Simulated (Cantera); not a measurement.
**Moist CO burnout**

A perfectly stirred reactor is fed with 1.80 % CO, 3.50 % O₂, 0.0180 % H₂O, 94.7 % N₂, at 0.987 atm; it is held at 998 K, and followed from long to short residence time.

Model: GRI-Mech 3.0 (53 species, 325 reactions), integrated in Cantera.

```csv
τ (s),x CO,x O₂,x H₂O,x H₂O₂,x CO₂
2.2,0.0166,0.0344,0.000178,5.87e-8,0.00139
0.62,0.0177,0.0349,0.000179,3.01e-8,0.000277
0.18,0.0180,0.0350,0.000180,2.87e-9,2.25e-5
0.050,0.0180,0.0350,0.000180,<1e-12,1.42e-7
0.014,0.0180,0.0350,0.000180,<1e-12,2.06e-8
0.0040,0.0180,0.0350,0.000180,<1e-12,4.29e-9
0.0011,0.0180,0.0350,0.000180,<1e-12,9.09e-10
0.00032,0.0180,0.0350,0.000180,<1e-12,2.27e-10
```
x: mole fraction; the columns are a selection and need not sum to one.
